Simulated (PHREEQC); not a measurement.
**Copper plating or etch bath: an equilibrium model**

Solution (85 °C): 0.0021 mol/kgw CuSO4, 0.14 mol/kgw HCl and 6.6e-05 mol/kgw Na2SO4. Closed to the air; pH follows from the charge balance.

All values are PHREEQC results (ion-association model, phreeqc.dat), not measurements.

Each row changes one thing in this solution. Precipitation was switched off in this run.

```
case                                                pH  ionic strength (mol/kgw)  HSO4- (mol/kgw)  SO4-2 (mol/kgw)
------------------------------------------------  ----  ------------------------  ---------------  ---------------
as made                                           0.96                     0.142          0.00206         0.000104
Na2SO4 from 6.6e-05 to 7.26e-05 mol/kgw           0.96                     0.142          0.00207         0.000104
HCl from 0.14 to 0.7 mol/kgw                      0.29                     0.701          0.00212              ___
Na2SO4 left out                                   0.96                     0.142          0.00200         0.000101
0.028 mol/kgw HNO3 added                          0.89                     0.170          0.00207          9.28e-5
diluted 2-fold with water                         1.25                    0.0713          0.00100          7.98e-5
Na2SO4 from 6.6e-05 to 0.00033 mol/kgw            0.96                     0.142          0.00231         0.000117
CuSO4 replaced by Fe2(SO4)3 at the same molality  0.97                     0.148              ___         0.000294
```

Task: What belongs in the gaps?

Result: 
- HCl from 0.14 to 0.7 mol/kgw, SO4-2 (mol/kgw): 4.39e-5
- CuSO4 replaced by Fe2(SO4)3 at the same molality, HSO4- (mol/kgw): 0.00560

The ionic strength passes 0.7 mol/kgw, the rough limit of the ion-association models, in HCl from 0.14 to 0.7 mol/kgw. Complexes and solids missing from the database can't appear. Some of these states are supersaturated (in Hematite (slow to form), Goethite (slow to form), for instance). Constants without temperature data keep their 25 °C values here.
